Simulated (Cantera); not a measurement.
Input (Python, Cantera) and output of one run.

```python
import numpy as np
import cantera as ct

gas_names = """
    H H2 Ti
""".split()
cond_names = """
    Ti(a) Ti(b) Ti(L)
""".split()


# ... load() reads the species with a 1 bar reference pressure and builds the phases ...
atoms = {
    'Ti': {'Ti': 1},
    'H2': {'H': 2},
}
top_T = {}  # K; cautious upper limits of use, not melting points


# ... equilibrate(T, P, feed) seeds the gas with the atoms and calls Mixture.equilibrate('TP', solver="vcs", rtol=1e-11, max_steps=5000) ...
results = []
feed = {'Ti': 1, 'H2': 2.3}  # mol
for P in [10, 32, 100, 320, 1000, 3200, 10000, 32000, 100000]:
    for T in [1298, 1373, 1448, 1523, 1598, 1673, 1748, 1823, 1898, 1973, 2048, 2123, 2198, 2273]:
        mix = equilibrate(T, P, feed)
        results.append((T, P, feed, dict(zip(mix.species_names, mix.species_moles))))

for T, P, feed, n in results:
    print(f"{T:7g} {P:10.4g}  " + (" + ".join(c for c in cond_names if n.get(c, 0) > 1e-12) or "gas only"))
```

Output:

```
   1298         10  Ti(b)
   1373         10  Ti(b)
   1448         10  Ti(b)
   1523         10  Ti(b)
   1598         10  Ti(b)
   1673         10  Ti(b)
   1748         10  Ti(b)
   1823         10  Ti(b)
   1898         10  Ti(b)
   1973         10  Ti(L)
   2048         10  Ti(L)
   2123         10  gas only
   2198         10  gas only
   2273         10  gas only
   1298         32  Ti(b)
   1373         32  Ti(b)
   1448         32  Ti(b)
   1523         32  Ti(b)
   1598         32  Ti(b)
   1673         32  Ti(b)
   1748         32  Ti(b)
   1823         32  Ti(b)
   1898         32  Ti(b)
   1973         32  Ti(L)
   2048         32  Ti(L)
   2123         32  Ti(L)
   2198         32  gas only
   2273         32  gas only
   1298        100  Ti(b)
   1373        100  Ti(b)
   1448        100  Ti(b)
   1523        100  Ti(b)
   1598        100  Ti(b)
   1673        100  Ti(b)
   1748        100  Ti(b)
   1823        100  Ti(b)
   1898        100  Ti(b)
   1973        100  Ti(L)
   2048        100  Ti(L)
   2123        100  Ti(L)
   2198        100  Ti(L)
   2273        100  Ti(L)
   1298        320  Ti(b)
   1373        320  Ti(b)
   1448        320  Ti(b)
   1523        320  Ti(b)
   1598        320  Ti(b)
   1673        320  Ti(b)
   1748        320  Ti(b)
   1823        320  Ti(b)
   1898        320  Ti(b)
   1973        320  Ti(L)
   2048        320  Ti(L)
   2123        320  Ti(L)
   2198        320  Ti(L)
   2273        320  Ti(L)
   1298       1000  Ti(b)
   1373       1000  Ti(b)
   1448       1000  Ti(b)
   1523       1000  Ti(b)
   1598       1000  Ti(b)
   1673       1000  Ti(b)
   1748       1000  Ti(b)
   1823       1000  Ti(b)
   1898       1000  Ti(b)
   1973       1000  Ti(L)
   2048       1000  Ti(L)
   2123       1000  Ti(L)
   2198       1000  Ti(L)
   2273       1000  Ti(L)
   1298       3200  Ti(b)
   1373       3200  Ti(b)
   1448       3200  Ti(b)
   1523       3200  Ti(b)
   1598       3200  Ti(b)
   1673       3200  Ti(b)
   1748       3200  Ti(b)
   1823       3200  Ti(b)
   1898       3200  Ti(b)
   1973       3200  Ti(L)
   2048       3200  Ti(L)
   2123       3200  Ti(L)
   2198       3200  Ti(L)
   2273       3200  Ti(L)
   1298      1e+04  Ti(b)
   1373      1e+04  Ti(b)
   1448      1e+04  Ti(b)
   1523      1e+04  Ti(b)
   1598      1e+04  Ti(b)
   1673      1e+04  Ti(b)
   1748      1e+04  Ti(b)
   1823      1e+04  Ti(b)
   1898      1e+04  Ti(b)
   1973      1e+04  Ti(L)
   2048      1e+04  Ti(L)
   2123      1e+04  Ti(L)
   2198      1e+04  Ti(L)
   2273      1e+04  Ti(L)
   1298    3.2e+04  Ti(b)
   1373    3.2e+04  Ti(b)
   1448    3.2e+04  Ti(b)
   1523    3.2e+04  Ti(b)
   1598    3.2e+04  Ti(b)
   1673    3.2e+04  Ti(b)
   1748    3.2e+04  Ti(b)
   1823    3.2e+04  Ti(b)
   1898    3.2e+04  Ti(b)
   1973    3.2e+04  Ti(L)
   2048    3.2e+04  Ti(L)
   2123    3.2e+04  Ti(L)
   2198    3.2e+04  Ti(L)
   2273    3.2e+04  Ti(L)
   1298      1e+05  Ti(b)
   1373      1e+05  Ti(b)
   1448      1e+05  Ti(b)
   1523      1e+05  Ti(b)
   1598      1e+05  Ti(b)
   1673      1e+05  Ti(b)
   1748      1e+05  Ti(b)
   1823      1e+05  Ti(b)
   1898      1e+05  Ti(b)
   1973      1e+05  Ti(L)
   2048      1e+05  Ti(L)
   2123      1e+05  Ti(L)
   2198      1e+05  Ti(L)
   2273      1e+05  Ti(L)
```

These are equilibrium values from Cantera (NASA tables, ideal gas, pure condensed phases), not measurements of a reactor.
